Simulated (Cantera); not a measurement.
A closed system holds: 1 mol SiC, 0.0052 mol C, 0.68 mol N2, at 61.5 Torr.

Cantera equilibrium calculation (NASA polynomials, part measured and part estimated; ideal gas, pure solids and liquids). Candidate condensed phases: C, Si, SiC, Si3N4; 32 gas species. Ions and electrons are included (thermal ionisation). Equilibrium is a limit: real reactors are often held back by kinetics, nucleation or transport.

Which condensed phases are stable at each of these points (T (°C)): 2727, 3227, 3727, 4227, 4727?


| T (°C) | condensed phases | Si condensed (%) |
|---|---|---|
| 2727 | C(graphite) | 0.0 |
| 3227 | gas only | 0.0 |
| 3727 | gas only | 0.0 |
| 4227 | gas only | 0.0 |
| 4727 | gas only | 0.0 |

At 2727 °C the condensed part is C(graphite). From 3227 °C to 4727 °C nothing is condensed.
